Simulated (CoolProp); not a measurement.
Properties of toluene along the isotherm 40.55 °C (Tc = 318.6 °C, pc = 41.26 bar, ω = 0.266).

Values from CoolProp's reference Helmholtz-energy equation of state, Lemmon 2006. It is a short technical equation, of lower accuracy than the large ones.

```json
[
 {"p (bar)": "0.0652", "phase": "gas", "isothermal compressibility (1/MPa)": "154.2", "Prandtl number": "0.733"},
 {"p (bar)": "0.102", "phase": "liquid", "isothermal compressibility (1/MPa)": "0.001032", "Prandtl number": "6.43"},
 {"p (bar)": "0.158", "phase": "liquid", "isothermal compressibility (1/MPa)": "0.001032", "Prandtl number": "6.43"},
 {"p (bar)": "0.246", "phase": "liquid", "isothermal compressibility (1/MPa)": "0.001032", "Prandtl number": "6.43"},
 {"p (bar)": "0.384", "phase": "liquid", "isothermal compressibility (1/MPa)": "0.001031", "Prandtl number": "6.43"},
 {"p (bar)": "0.597", "phase": "liquid", "isothermal compressibility (1/MPa)": "0.001031", "Prandtl number": "6.43"},
 {"p (bar)": "0.93", "phase": "liquid", "isothermal compressibility (1/MPa)": "0.001031", "Prandtl number": "6.43"},
 {"p (bar)": "1.45", "phase": "liquid", "isothermal compressibility (1/MPa)": "0.001030", "Prandtl number": "6.43"},
 {"p (bar)": "2.25", "phase": "liquid", "isothermal compressibility (1/MPa)": "___", "Prandtl number": "6.43"},
 {"p (bar)": "3.51", "phase": "liquid", "isothermal compressibility (1/MPa)": "0.001028", "Prandtl number": "6.44"},
 {"p (bar)": "5.47", "phase": "liquid", "isothermal compressibility (1/MPa)": "___", "Prandtl number": "6.44"},
 {"p (bar)": "8.51", "phase": "liquid", "isothermal compressibility (1/MPa)": "0.001022", "Prandtl number": "___"},
 {"p (bar)": "13.3", "phase": "liquid", "isothermal compressibility (1/MPa)": "___", "Prandtl number": "___"},
 {"p (bar)": "20.6", "phase": "liquid", "isothermal compressibility (1/MPa)": "___", "Prandtl number": "___"}
]
```

Problem. Fill in the missing entries.

Solution. 
- 2.25, isothermal compressibility (1/MPa): 0.001029
- 5.47, isothermal compressibility (1/MPa): 0.001026
- 8.51, Prandtl number: 6.45
- 13.3, isothermal compressibility (1/MPa): 0.001017
- 13.3, Prandtl number: 6.47
- 20.6, isothermal compressibility (1/MPa): 0.001009
- 20.6, Prandtl number: 6.49

Viscosity comes from a separate model (Avgeri 2015). Thermal conductivity comes from a separate model (Assael 2012).
